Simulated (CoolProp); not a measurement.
A single-stage vapour-compression cycle with benzene: evaporating at 309.15 K (dew point), condensing at 374.15 K (bubble point), superheat 10 K, subcooling 5 K, compressor efficiency 0.7, no pressure losses. Each further row changes one setting.

Values from CoolProp's reference Helmholtz-energy equation of state, Thol 2012.

```csv
case,cooling COP,pressure ratio,discharge temperature (K),refrigerating effect (kJ/kg),volumetric capacity (kJ/m³)
as stated,2.83,8.97,410.0,325,199
evaporating temperature 314.15 K,3.17,7.29,406.8,331,246
condensing temperature 369.15 K,3.12,7.82,404.5,335,205
subcooling 10 K,2.91,8.97,410.0,335,205
superheat 20 K,2.85,8.97,419.8,337,200
compressor efficiency 0.6,2.43,8.97,422.5,325,199
```
